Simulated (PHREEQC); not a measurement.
Consider water at 25 °C with 0.44 mol/kgw HNO3, 0.0095 mol/kgw MnCl2 and 0.0088 mol/kgw CsF. Closed to the air; pH follows from the charge balance.

Equilibrium calculation in PHREEQC: ion-association model, wateq4f.dat.

Each row changes one thing in this solution. No solid was allowed to form.

```tsv
case	pH	HF (mol/kgw)	F- (mol/kgw)	HF2- (mol/kgw)
as made	0.48	0.00836	2.94e-5	1.05e-6
HNO3 left out	6.95	1.19e-6	?	3.93e-8
CsF from 0.0088 to 0.0044 mol/kgw	0.48	0.00428	1.49e-5	2.72e-7
MnCl2 left out	0.48	0.00836	?	1.03e-6
temperature from 25 to 65 °C	?	0.00869	1.49e-5	6.32e-7
MnCl2 from 0.0095 to 0.0019 mol/kgw	0.48	0.00836	?	1.03e-6
MnCl2 replaced by NiCl2 at the same molality	0.48	0.00836	?	1.05e-6
```

**Question.** Fill in the missing entries.

**Answer.** 
- HNO3 left out, F- (mol/kgw): 0.00853
- MnCl2 left out, F- (mol/kgw): 2.90e-5
- temperature from 25 to 65 °C, pH: 0.49
- MnCl2 from 0.0095 to 0.0019 mol/kgw, F- (mol/kgw): 2.91e-5
- MnCl2 replaced by NiCl2 at the same molality, F- (mol/kgw): 2.95e-5

Species that the database lacks are ignored. Constants without temperature data keep their 25 °C values here.
